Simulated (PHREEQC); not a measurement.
Consider water at 25 °C with 0.019 mol/kgw NH4HSO4 and 0.0067 mol/kgw (NH4)2CO3. Closed to the air; pH follows from the charge balance.

Equilibrium calculation in PHREEQC: ion-association model, phreeqc.dat.

- pH = 2.54
- ionic strength = 0.0475 mol/kgw
- total alkalinity = -5.60 meq/kg

```tsv
species	molality	activity	log γ
NH4+	0.0299	0.0241	-0.094
SO4-2	0.0142	0.00667	-0.329
CO2	0.00670	0.00677	0.005
H+	0.00335	0.00286	-0.068
NH4SO4-	0.00251	0.00207	-0.084
HSO4-	0.00225	0.00186	-0.084
```

This is a speciation only: nothing precipitates in the calculation. Species that the database lacks are ignored.
